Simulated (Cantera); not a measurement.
Input (Python, Cantera) and output of one run.

```python
import numpy as np
import cantera as ct

gas_names = [...]  # 127 gases of nasa_gas.yaml made of C, Fe, H, O, S
cond_names = """
    C(gr) C6H6(L) C7H8(L) C8H18(L),n-octa Fe(a) Fe(c) Fe(d) Fe(L) FeC5O5(L) FeO(s) FeO(L) Fe(OH)2(s)
    Fe(OH)3(s) FeS(a) FeS(b) FeS(c) FeS(L) FeSO4(s) FeS2(s) Fe2O3(s) Fe2S3O12(s) Fe3O4(s) H2O(s) H2O(L)
    H2SO4(L) S(cr1) S(cr2) S(L)
""".split()


# ... load() reads the species with a 1 bar reference pressure and builds the phases ...
atoms = {
    'Fe': {'Fe': 1},
    'CO': {'C': 1, 'O': 1},
    'H2': {'H': 2},
    'SO2': {'S': 1, 'O': 2},
}
top_T = {'C(gr)': 4500, 'FeSO4(s)': 950, 'FeS2(s)': 1010, 'Fe2O3(s)': 1830, 'Fe2S3O12(s)': 1100, 'Fe3O4(s)': 1870}  # K; cautious upper limits of use, not melting points


# ... equilibrate(T, P, feed) seeds the gas with the atoms and calls Mixture.equilibrate('TP', solver="vcs", rtol=1e-11, max_steps=5000) ...
results = []
feed = {'Fe': 1, 'CO': 5.2, 'H2': 2.3, 'SO2': 0.14}  # mol
P = 1333.22  # Pa
for T in [848, 998, 1148, 1298, 1448, 1598, 1748, 1898, 2048]:
    mix = equilibrate(T, P, feed)
    results.append((T, P, feed, dict(zip(mix.species_names, mix.species_moles))))

top = {s: max(r[3][s] / sum(r[3][g] for g in gas_names) for r in results) for s in gas_names}
cols = sorted((s for s in top if top[s] > 0.001), key=lambda s: -top[s])[:7]
seen = [c for c in cond_names if any(r[3].get(c, 0) > 1e-12 for r in results)]
print("log10 of partial pressures in bar; condensed amounts in mol")
print(f"{'T/K':>10s}" + "".join(f"{s[:9]:>10s}" for s in cols + seen))
for T, P, feed, n in results:
    ng = sum(n[g] for g in gas_names)
    print(f"{T:10.4g}" + "".join(f"{np.log10(max(n[s] / ng * P / 1e5, 1e-99)):10.3f}" for s in cols)
          + "".join(f"{n.get(c, 0):10.4g}" for c in seen))
```

It prints:

```
log10 of partial pressures in bar; condensed amounts in mol
       T/K        CO        H2       CO2        Fe       H2O         H        S2     C(gr)     Fe(a)     Fe(c)     Fe(d)     Fe(L)    FeS(c)    FeS(L)
       848    -2.118    -2.382    -2.878   -17.667    -3.632   -11.912   -13.085    0.5269    0.8606         0         0         0    0.1394         0
       998    -2.052    -2.402    -3.420   -13.870    -3.930    -9.868   -10.215         0    0.8626         0         0         0    0.1374         0
      1148    -2.050    -2.408    -3.484   -11.098    -3.770    -8.349    -8.067         0    0.8673         0         0         0    0.1327         0
      1298    -2.048    -2.415    -3.547    -8.987    -3.670    -7.177    -6.408         0         0     0.877         0         0     0.123         0
      1448    -2.047    -2.422    -3.604    -7.322    -3.605    -6.246    -5.107         0         0    0.9004         0         0   0.09953         0
      1598    -2.047    -2.429    -3.657    -5.976    -3.562    -5.488    -4.253         0         0    0.9691         0         0         0   0.03028
      1748    -2.048    -2.432    -3.707    -4.869    -3.533    -4.857    -4.071         0         0         0    0.9923         0         0         0
      1898    -2.051    -2.438    -3.756    -3.964    -3.520    -4.326    -4.091         0         0         0         0    0.9376         0         0
      2048    -2.069    -2.463    -3.819    -3.210    -3.535    -3.881    -4.196         0         0         0         0    0.6296         0         0
```

These are equilibrium values from Cantera (NASA tables, ideal gas, pure condensed phases), not measurements of a reactor. Metal and sulfide melt together well below either melting point, which pure phases cannot show. Mutual solubility and eutectic melting of coexisting phases are not modelled. FeS: taken at fixed stoichiometry. Condensed phases not in the tables: cementite and carbon dissolved in iron. Gases not in the tables: S3 to S7.
